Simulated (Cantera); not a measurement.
Cantera run, input and output.

```python
import numpy as np
import cantera as ct

gas = ct.Solution("gri30.yaml")
gas.TPX = 1025, 2666, {'N2O': 1, 'H2': 0.01, 'N2': 1.1, 'H2O': 0.0024}
reactor = ct.IdealGasConstPressureReactor(gas, energy="off", clone=False)
net = ct.ReactorNet([reactor])
net.rtol, net.atol = 1e-08, 1e-18
show = ['N2O', 'H2', 'O', 'NO2', 'H2O']
times = np.geomspace(0.0004, 200, 10)

steps = ct.SolutionArray(gas, extra=["t"])
rows = []
print(f"{'t/s':>10s}{'T/K':>9s}{'P/Pa':>11s}" + "".join(f"{s:>11s}" for s in show))
for t in times:
    while net.time < t:
        t_next = net.step()
        steps.append(gas.state, t=t_next)
    rows.append([np.interp(t, steps.t, y) for y in (steps.T, steps.P, *steps(*show).X.T)])
    print(f"{t:10.3e}{rows[-1][0]:9.1f}{rows[-1][1]:11.4g}" + "".join(f"{x:11.3e}" for x in rows[-1][2:]))
rate = np.gradient(steps.T, steps.t)
print("integrator steps:", len(steps.t))
if steps.T.max() > steps.T[0] + 200:
    print(f"time of steepest temperature rise: {steps.t[rate.argmax()]:.4e} s")
gas.TPX = 1025, 2666, {'N2O': 1, 'H2': 0.01, 'N2': 1.1, 'H2O': 0.0024}
gas.equilibrate("TP")
print(f"equilibrium (TP): T = {gas.T:.1f} K  " + "  ".join(f"{s} {gas[s].X[0]:.3e}" for s in show))
```

Result:

```
       t/s      T/K       P/Pa        N2O         H2          O        NO2        H2O
 4.000e-04   1025.0       2666  4.734e-01  4.734e-03  2.427e-08  9.475e-19  1.136e-03
 1.719e-03   1025.0       2666  4.734e-01  4.734e-03  5.085e-08  4.397e-16  1.136e-03
 7.388e-03   1025.0       2666  4.734e-01  4.733e-03  5.555e-08  3.853e-13  1.137e-03
 3.175e-02   1025.0       2666  4.734e-01  4.709e-03  5.565e-08  2.188e-10  1.160e-03
 1.364e-01   1025.0       2666  4.731e-01  4.426e-03  5.942e-08  3.037e-08  1.441e-03
 5.863e-01   1025.0       2666  4.714e-01  2.900e-03  6.481e-08  2.494e-07  2.965e-03
 2.520e+00   1025.0       2666  4.689e-01  7.159e-04  7.155e-08  2.414e-06  5.148e-03
 1.083e+01   1025.0       2666  4.665e-01  3.336e-05  7.277e-08  2.071e-05  5.829e-03
 4.654e+01   1025.0       2666  4.595e-01  2.411e-09  6.950e-08  6.019e-05  5.848e-03
 2.000e+02   1025.0       2666  4.308e-01  5.263e-10  6.761e-08  7.851e-05  5.780e-03
integrator steps: 1548
equilibrium (TP): T = 1025.0 K  N2O 5.233e-10  H2 1.217e-11  O 8.863e-10  NO2 2.777e-07  H2O 4.756e-03
```

Computed with Cantera and GRI-Mech 3.0 (53 species, 325 reactions). GRI-Mech 3.0 was tuned for natural gas; its chemistry of N2O as a main component is partial and can be far from experiment. Radical loss at walls, strong at low pressure, is not modelled. The mechanism lacks the step 2 NO + O2 → 2 NO2, which can matter for NO2 below about 1400 K. The temperature is held fixed by assumption; the heat of reaction is taken as removed at once.
